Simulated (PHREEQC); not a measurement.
# Brine: an equilibrium model

Make-up at 20 °C: 1.6 mol/kgw NaCl and 2.5 mol/kgw MgSO4. Closed to the air; pH follows from the charge balance.

The numbers come from PHREEQC with the Pitzer model, pitzer.dat.

No solid was allowed to form.

Q: Predict the activity of water.

A: activity of water 0.832.
